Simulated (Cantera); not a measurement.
Cantera run:

```python
import numpy as np
import cantera as ct

gas_names = """
    CL CL2 H HCL H2 N NH NH2 NH3 N2 N2H2 N2H4 Si SiCL SiCL2 SiCL3 SiCL4 SiH SiHCL3 SiH2 SiH2CL2 SiH3
    SiH3CL SiH4 SiN Si2 Si2N Si3
""".split()
cond_names = """
    NH4CL(a) NH4CL(b) Si(cr) Si(L) Si3N4(a)
""".split()


# ... load() reads the species with a 1 bar reference pressure and builds the phases ...
atoms = {
    'Si2H6': {'Si': 2, 'H': 6},
    'Cl2': {'CL': 2},
    'N2': {'N': 2},
}
top_T = {'Si3N4(a)': 2400}  # K; cautious upper limits of use, not melting points


# ... equilibrate(T, P, feed) seeds the gas with the atoms and calls Mixture.equilibrate('TP', solver="vcs", rtol=1e-11, max_steps=5000) ...
results = []
T = 1625  # K
P = 4800  # Pa
for m in [20, 42, 65, 88, 110, 130, 160, 180, 200]:
    feed = {'Si2H6': 1, 'Cl2': 0.13, 'N2': m}  # mol
    mix = equilibrate(T, P, feed)
    results.append((T, P, feed, dict(zip(mix.species_names, mix.species_moles))))

top = {s: max(r[3][s] / sum(r[3][g] for g in gas_names) for r in results) for s in gas_names}
cols = sorted((s for s in top if top[s] > 1e-06), key=lambda s: -top[s])[:6]
seen = [c for c in cond_names if any(r[3].get(c, 0) > 1e-12 for r in results)]
print("log10 of partial pressures in bar; condensed amounts in mol")
print(f"{'n(N2)':>10s}" + "".join(f"{s[:9]:>10s}" for s in cols + seen))
for T, P, feed, n in results:
    ng = sum(n[g] for g in gas_names)
    print(f"{feed['N2']:10.4g}" + "".join(f"{np.log10(max(n[s] / ng * P / 1e5, 1e-99)):10.3f}" for s in cols)
          + "".join(f"{n.get(c, 0):10.4g}" for c in seen))
```

It prints:

```
log10 of partial pressures in bar; condensed amounts in mol
     n(N2)        N2        H2       HCL     SiCL2         H        CL  Si3N4(a)
        20    -1.386    -2.199    -3.256    -5.071    -5.251    -6.412    0.6654
        42    -1.351    -2.502    -3.558    -5.396    -5.403    -6.563    0.6654
        65    -1.340    -2.685    -3.741    -5.587    -5.494    -6.654    0.6655
        88    -1.334    -2.814    -3.870    -5.719    -5.558    -6.718    0.6655
       110    -1.331    -2.909    -3.965    -5.816    -5.606    -6.766    0.6655
       130    -1.329    -2.981    -4.037    -5.889    -5.642    -6.802    0.6655
       160    -1.327    -3.070    -4.126    -5.979    -5.686    -6.846    0.6655
       180    -1.326    -3.120    -4.176    -6.030    -5.712    -6.871    0.6655
       200    -1.326    -3.166    -4.222    -6.076    -5.734    -6.894    0.6655
```

These are equilibrium values from Cantera (NASA tables, ideal gas, pure condensed phases), not measurements of a reactor. The feed counts by its element totals alone.
